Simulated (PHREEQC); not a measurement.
A solution holds 0.012 mol/kgw KH2PO4, 0.0002 mol/kgw Na2SO4 and 0.00014 mol/kgw KCl, at 25 °C. Closed to the air; pH follows from the charge balance.

Computed with PHREEQC (ion-association model, wateq4f.dat).

The ionic strength comes out as 0.0128 mol/kgw. What activity coefficients do H2PO4-, HPO4-2, SO4-2, K+, Na+ get?

H2PO4- 0.90, HPO4-2 0.64, SO4-2 0.64, K+ 0.89, Na+ 0.89.

This is a speciation only: nothing precipitates in the calculation. Complexes and solids missing from the database can't appear. H3PO4, which wateq4f.dat lacks, is added to it with the constant of phreeqc.dat.
